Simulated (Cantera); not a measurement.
Charge: 1 mol SiC, 0.35 mol H2O, 3.7 mol H2, 0.13 mol N2O, held at 95.0 Pa.

Cantera equilibrium calculation (NASA polynomials, part measured and part estimated; ideal gas, pure solids and liquids). Candidate condensed phases: C, C6H6, C7H8, C8H18, H2O, Si, SiC, SiO2, Si2N2O, Si3N4; 151 gas species. Mutual solubility and eutectic melting of coexisting phases are not modelled. The tables hold silica as quartz up to 1696 K and as liquid above; real silica turns to tridymite and cristobalite and melts near 1996 K. Rates play no part.

Question: What share of the Si ends up in condensed phases as a function of T (°C), at 777, 852, 927, 1002, 1077, 1152, 1227, 1302, 1377, 1452?

Answer: 
| T (°C) | Si condensed (%) | as |
|---|---|---|
| 777 | 100.0 | SiC(s) + SiO2(β-quartz) + Si2N2O(s) |
| 852 | 100.0 | SiC(s) + SiO2(β-quartz) + Si2N2O(s) |
| 927 | 100.0 | SiC(s) + SiO2(β-quartz) + Si2N2O(s) |
| 1002 | 99.8 | SiC(s) + SiO2(β-quartz) + Si2N2O(s) |
| 1077 | 98.0 | SiC(s) + SiO2(β-quartz) + Si2N2O(s) |
| 1152 | 94.3 | SiC(s) + Si2N2O(s) |
| 1227 | 86.5 | SiC(s) + Si2N2O(s) |
| 1302 | 76.0 | SiC(s) |
| 1377 | 76.0 | SiC(s) |
| 1452 | 75.9 | SiC(s) |
